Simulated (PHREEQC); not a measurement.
Model water analysis in mg/L, 25 °C, pH 7.99, pe 1.9:

```csv
constituent,mg/L
Na,2150
K,122
Ca,72
Mg,23.9
Cl,3410
S(6) as SO4,362
Alkalinity as HCO3,20.6
Fe(2),109
```

Valence states are taken as typed.

The numbers come from PHREEQC with the ion-association model, phreeqc.dat.

The ionic strength is 0.112 mol/kgw, the specific conductance comes out as 10800 µS/cm and the density is 1.002 g/cm³. The charge-balance error is 1.0 %.

```tsv
species	molality	activity	log γ
Cl-	0.0967	0.0734	-0.120
Na+	0.0936	0.0729	-0.109
K+	0.00312	0.00236	-0.121
SO4-2	0.00295	0.00106	-0.445
Fe+2	0.00170	0.000660	-0.411
Ca+2	0.00169	0.000639	-0.422
Mg+2	0.000901	0.000357	-0.403
NaSO4-	0.000495	0.000387	-0.107
```

No solid was allowed to form. Saturation is exceeded, for instance for Siderite; the values hold only as long as no solid forms.
